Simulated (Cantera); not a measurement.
Input: 1 mol TiCl4, 14 mol O2, at 525 °C and 7.50 Torr.

Equilibrium computed with Cantera from the NASA thermochemical tables; the gas is ideal and each condensed phase is pure. Candidate condensed phases: Ti, TiCl2, TiCl3, TiCl4, TiO, TiO2, Ti2O3, Ti3O5, Ti4O7; 15 gas species. Condensed phases not in the tables: TiOCl. Kinetics and transport are ignored.

Base state: O2 0.867, Cl2 0.133, Cl 3.26e-5 (mole fractions); condensed: TiO2(rutile).

Question: What changes in the equilibrium state with this change: temperature from 525 °C to 775 °C?

Answer: 
```tsv
species	before	after
O2	0.867	0.865
Cl2	0.133	0.132
Cl	3.26e-5	0.00280
ClO	3.72e-7	1.43e-5
TiO2(rutile), mol	1.00	1.00
```
